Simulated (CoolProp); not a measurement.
Saturated liquid density (kg/m³) of nitrogen: the reference equation beside estimates from Tc = -147.0 °C, pc = 3.396 MPa, ω = 0.037. Rackett uses Z = 0.29056 − 0.08775 ω.

Values from CoolProp's reference Helmholtz-energy equation of state, Span 2000.

```
T (°C)   reference  Rackett  van der Waals  Redlich-Kwong  Soave-Redlich-Kwong  Peng-Robinson
-------  ---------  -------  -------------  -------------  -------------------  -------------
-182.45      741.4    751.8          508.9          735.0                731.9          828.9
-178.75      721.6    731.9          494.8          709.7                707.6          801.7
-175.05      700.6    710.8          479.7          682.6                681.4          772.3
-171.35      678.3    688.3          463.5          653.4                653.0          740.2
-167.65      654.1    664.1          445.9          621.7                622.1          704.8
-163.95      627.6    637.6          426.6          587.0                588.0          665.5
-160.25      597.7    607.9          404.9          548.2                549.7          621.1
-156.55      562.9    573.5          380.0          503.8                505.6          569.6
-152.85      519.3    530.6          349.6          450.5                452.2          506.8
-149.15      454.6    466.9          306.9          377.6                378.8          420.1
```

Absolute difference from the reference over all 10 rows, mean and median: Rackett 1.7 and 1.6 %, van der Waals 32.0 and 31.9 %, Redlich-Kwong 6.9 and 5.7 %, Soave-Redlich-Kwong 6.9 and 5.6 %, Peng-Robinson 7.1 and 7.7 %.
